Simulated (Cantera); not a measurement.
## Roasting and sulfation: FeS + O2 + N2

Feed: 1 mol FeS, 0.39 mol O2, 5.3 mol N2, equilibrated at 69.0 mbar.

Method: chemical equilibrium by Gibbs-energy minimisation in Cantera with the NASA 1993 tables (ideal gas, pure condensed phases). Candidate condensed phases: Fe, FeO, FeS, FeSO4, FeS2, Fe2O3, Fe2(SO4)3, Fe3O4, S; 19 gas species. Metal and sulfide melt together well below either melting point, which pure phases cannot show. Mutual solubility and eutectic melting of coexisting phases are not modelled. The tables' stoichiometric FeO is somewhat more stable than real wüstite, so its field is too wide. FeO, FeS: taken at fixed stoichiometry. Gases not in the tables: S3 to S7. Equilibrium is a limit: real reactors are often held back by kinetics, nucleation or transport.

From 925 K to 1175 K the condensed part is FeS(s) + Fe3O4(s). From 1225 K to 1425 K the condensed part is FeO(s) + FeS(s).

```csv
T (K),x N2,x SO2,x S2,x SO,x S2O,n FeS(s),n Fe3O4(s),n FeO(s)
925,0.957,0.0404,0.00219,1.71e-6,6.32e-5,0.751,0.0830,0
975,0.957,0.0399,0.00282,4.07e-6,7.38e-5,0.747,0.0844,0
1025,0.957,0.0393,0.00353,8.88e-6,8.48e-5,0.742,0.0860,0
1075,0.957,0.0387,0.00433,1.80e-5,9.59e-5,0.737,0.0878,0
1125,0.957,0.0379,0.00519,3.42e-5,0.000107,0.731,0.0897,0
1175,0.957,0.0372,0.00612,6.12e-5,0.000118,0.725,0.0918,0
1225,0.951,0.0411,0.00798,0.000114,0.000148,0.680,0,0.320
1275,0.950,0.0390,0.0109,0.000192,0.000180,0.658,0,0.342
1325,0.949,0.0365,0.0144,0.000307,0.000212,0.631,0,0.369
1375,0.947,0.0337,0.0183,0.000468,0.000241,0.601,0,0.399
1425,0.946,0.0307,0.0225,0.000682,0.000265,0.569,0,0.431
```
x: gas mole fraction; n: condensed amount in mol.
